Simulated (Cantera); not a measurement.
Cantera with NASA thermochemical tables; ideal gases at 1 bar, condensed phases pure. Values are per mole of reaction as written; species without (g) are pure solids or liquids, kept so even where they would boil at 1 bar. TaC: taken at fixed stoichiometry.

9 NO2(g) + 4 TaC = 9 N(g) + 4 CO2(g) + 2 Ta2O5

| T (K) | ΔH° (kJ) | ΔS° (J/K) | ΔG° (kJ) | log10 K |
|---|---|---|---|---|
| 300 | -1143.0 | 190.9 | -1200.3 | 208.99 |
| 823 | -1087.7 | 300.6 | -1335.1 | 84.73 |
| 973 | ? | ? | ? | ? |
| 1123 | ? | ? | ? | ? |
| 1273 | ? | ? | ? | ? |
| 1423 | -1036.0 | 348.1 | -1531.3 | 56.21 |
| 1573 | -1024.3 | 355.9 | -1584.1 | 52.60 |
| 1723 | ? | ? | ? | ? |
| 1873 | -1002.6 | 368.5 | -1692.9 | 47.21 |

Task: Complete the blanks.

Result: 
- 973, ΔH° (kJ): -1074.0
- 973, ΔS° (J/K): 315.8
- 973, ΔG° (kJ): -1381.3
- 973, log10 K: 74.16
- 1123, ΔH° (kJ): -1060.9
- 1123, ΔS° (J/K): 328.4
- 1123, ΔG° (kJ): -1429.7
- 1123, log10 K: 66.50
- 1273, ΔH° (kJ): -1048.2
- 1273, ΔS° (J/K): 339.0
- 1273, ΔG° (kJ): -1479.8
- 1273, log10 K: 60.72
- 1723, ΔH° (kJ): -1013.1
- 1723, ΔS° (J/K): 362.7
- 1723, ΔG° (kJ): -1638.0
- 1723, log10 K: 49.66
